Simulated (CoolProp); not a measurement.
Values from CoolProp's reference Helmholtz-energy equation of state, Rui 2013.

Question: For R236EA, give the phase and the cp (kJ/(kg K)), Joule-Thomson coefficient (K/MPa) at 119.75 °C and 37.9 kPa.

Answer: 
- 119.75 °C and 37.9 kPa: gas; cp 0.988, Joule-Thomson coefficient 9.52
